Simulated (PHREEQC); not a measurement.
AlCl3 is added in steps, without added water, to 1 kg of water holding 0.005 mol/kgw KOH, 0.0074 mol/kgw (CH3)4NCl, 5.5e-05 mol/kgw HBF4 and 0.00052 mol/kgw NaBr, at 30 °C. Oxygen alone is held at its pressure in air (log pO2 = -0.68). The system is closed to CO2. The run lets Al(OH)3(a), Halite precipitate or redissolve, and no other solid.

Base run: PHREEQC, ion-association model, wateq4f.dat. Each further column changes one thing. The table gives pH.

```json
[
 {"AlCl3 added (mol)": "0", "base": "11.46", "diluted 100-fold with water": "9.51", "diluted 2-fold with water": "11.18", "temperature from 30 to 20 °C": "11.79", "no solid may form": "11.46"},
 {"AlCl3 added (mol)": "0.00275", "base": "4.69", "diluted 100-fold with water": "3.89", "diluted 2-fold with water": "4.58", "temperature from 30 to 20 °C": "4.90", "no solid may form": "?"},
 {"AlCl3 added (mol)": "0.004583", "base": "4.55", "diluted 100-fold with water": "3.80", "diluted 2-fold with water": "4.50", "temperature from 30 to 20 °C": "4.76", "no solid may form": "5.16"},
 {"AlCl3 added (mol)": "0.007333", "base": "4.47", "diluted 100-fold with water": "3.71", "diluted 2-fold with water": "4.44", "temperature from 30 to 20 °C": "4.68", "no solid may form": "?"},
 {"AlCl3 added (mol)": "0.01008", "base": "4.43", "diluted 100-fold with water": "3.65", "diluted 2-fold with water": "4.41", "temperature from 30 to 20 °C": "4.64", "no solid may form": "?"},
 {"AlCl3 added (mol)": "0.01192", "base": "4.41", "diluted 100-fold with water": "3.62", "diluted 2-fold with water": "4.39", "temperature from 30 to 20 °C": "4.62", "no solid may form": "4.74"},
 {"AlCl3 added (mol)": "0.01467", "base": "4.38", "diluted 100-fold with water": "3.58", "diluted 2-fold with water": "4.37", "temperature from 30 to 20 °C": "4.60", "no solid may form": "?"},
 {"AlCl3 added (mol)": "0.01742", "base": "4.37", "diluted 100-fold with water": "3.55", "diluted 2-fold with water": "4.32", "temperature from 30 to 20 °C": "4.58", "no solid may form": "4.60"},
 {"AlCl3 added (mol)": "0.01925", "base": "4.36", "diluted 100-fold with water": "3.53", "diluted 2-fold with water": "4.29", "temperature from 30 to 20 °C": "4.57", "no solid may form": "4.57"},
 {"AlCl3 added (mol)": "0.022", "base": "4.34", "diluted 100-fold with water": "3.51", "diluted 2-fold with water": "4.24", "temperature from 30 to 20 °C": "4.55", "no solid may form": "?"}
]
```

Problem. Some entries are withheld; supply them.

Solution. 
- 0.00275, no solid may form: 5.64
- 0.007333, no solid may form: 4.92
- 0.01008, no solid may form: 4.80
- 0.01467, no solid may form: 4.66
- 0.022, no solid may form: 4.52

(CH3)4N+ isn't in the database: it is added as a free cation with an ion size of 4 Å. Real BF4- forms and hydrolyses slowly; the run takes it at equilibrium. Fluoro complexes past AlF4- and FeF3 are missing from the database. In at least one series the solution becomes supersaturated in solids that the run did not let form, among them Al(OH)3(a).
